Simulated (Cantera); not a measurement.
Transport properties of process gases

Gas mixture: 59.5 % CH3OH, 4.24 % CO, 20.5 % C2H4, 15.7 % H2, at 0.0132 atm, frozen composition.

Cantera's kinetic-theory transport with the Lennard-Jones parameters of GRI-Mech 3.0, ideal gas; thermal conductivity in the multicomponent form. Polar gases are described roughly by these parameters.

| T (K) | ρ (kg/m³) | cp (J/kg/K) | μ (µPa s) | λ (mW/m/K) | Pr | D (cm²/s) O | D (cm²/s) C2H2 | D (cm²/s) NO |
|---|---|---|---|---|---|---|---|---|
| 400 | 0.0106 | 1794 | 13.7 | 43.2 | 0.568 | 36.6 | 18.2 | 23.0 |
| 500 | 0.00844 | 2054 | 17.0 | 58.4 | 0.597 | 54.6 | 27.7 | 34.5 |
| 600 | 0.00704 | 2299 | 20.1 | 74.7 | 0.619 | 75.3 | 38.9 | 47.7 |
| 700 | 0.00603 | 2510 | 23.1 | 91.4 | 0.634 | 98.5 | 51.4 | 62.5 |
| 800 | 0.00528 | 2686 | 25.9 | 108 | 0.645 | 124 | 65.4 | 78.8 |
| 900 | 0.00469 | 2838 | 28.6 | 125 | 0.652 | 152 | 80.5 | 96.5 |
| 1000 | 0.00422 | 2993 | 31.2 | 142 | 0.659 | 181 | 96.9 | 116 |
D: mixture-averaged diffusion coefficient of that species in the mixture.
